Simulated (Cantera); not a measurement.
A perfectly stirred reactor is fed with CH4 : C2H6 : C3H8 : O2 : N2 : CO2 = 1 : 0.83 : 0.67 : 13.5 : 83.9 : 25 (molar parts), equivalence ratio 0.61, at 10.0 bar; it is adiabatic with a 675 K inlet, and is followed from long to short residence time, starting on the burning branch (τ in s: 0.06, 0.03, 0.015, 0.0076, 0.0038, 0.0019, 0.00098, 0.00049, 0.00025, 0.00013, 6.3e-05, 3.2e-05, 1.6e-05).

Model: GRI-Mech 3.0 (53 species, 325 reactions), integrated in Cantera.

Q: What does this change do: inlet temperature 675 to 725 K?

A: 
```csv
quantity,before,after
"blow-out, bracketed by the residence times tried","burning at 15.0 ms, out at 7.60 ms","burning at 7.60 ms, out at 3.80 ms"
x(CH4) at τ = 60.0 ms,4.66e-5,2.38e-5
x(C2H6) at τ = 60.0 ms,8.34e-6,4.25e-6
x(C3H8) at τ = 60.0 ms,7.05e-6,3.67e-6
x(H2) at τ = 60.0 ms,3.64e-5,2.25e-5
x(CH2) at τ = 60.0 ms,1.38e-9,2.09e-9
x(CH4) at τ = 0.980 ms,0.00801,0.00801
x(C2H6) at τ = 0.980 ms,0.00665,0.00665
x(C3H8) at τ = 0.980 ms,0.00536,0.00536
x(H2) at τ = 0.980 ms,<1e-12,<1e-12
x(CH2) at τ = 0.980 ms,<1e-12,<1e-12
```

Q: What does this change do: inlet temperature 675 to 475 K?

A: 
```tsv
quantity	before	after
blow-out, bracketed by the residence times tried	burning at 15.0 ms, out at 7.60 ms	not reached
x(CH4) at τ = 60.0 ms	4.66e-5	0.00801
x(C2H6) at τ = 60.0 ms	8.34e-6	0.00665
x(C3H8) at τ = 60.0 ms	7.05e-6	0.00536
x(H2) at τ = 60.0 ms	3.64e-5	<1e-12
x(CH2) at τ = 60.0 ms	1.38e-9	<1e-12
x(CH4) at τ = 0.980 ms	0.00801	0.00801
x(C2H6) at τ = 0.980 ms	0.00665	0.00665
x(C3H8) at τ = 0.980 ms	0.00536	0.00536
x(H2) at τ = 0.980 ms	<1e-12	<1e-12
x(CH2) at τ = 0.980 ms	<1e-12	<1e-12
state	not reached	not burning at any residence time tried
```
